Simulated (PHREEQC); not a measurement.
0.19 g of hydrous ferric oxide (600 m²/g; 0.2 weak and 0.005 strong sites per Fe, Dzombak-Morel constants, diffuse double layer) in 1 kg of water with 0.1 mol/kgw of an inert sodium salt, at 25 °C; the pH is set by adding NaOH or the inert anion's acid. Oxygen alone is held at its pressure in air (log pO2 = -0.68). No CO2 enters from the air. Precipitation was switched off in this run.

Equilibrium calculation in PHREEQC: ion-association model, wateq4f.dat.

Predict surface charge σ (C/m²), surface potential ψ (mV) at pH = 4, 5.5, 7, 7.38.


```json
[
 {"pH": "4", "surface charge σ (C/m²)": "0.321", "surface potential ψ (mV)": "147"},
 {"pH": "5.5", "surface charge σ (C/m²)": "0.159", "surface potential ψ (mV)": "111"},
 {"pH": "7", "surface charge σ (C/m²)": "0.045", "surface potential ψ (mV)": "52"},
 {"pH": "7.38", "surface charge σ (C/m²)": "0.027", "surface potential ψ (mV)": "35"}
]
```

Complexes and solids missing from the database can't appear.
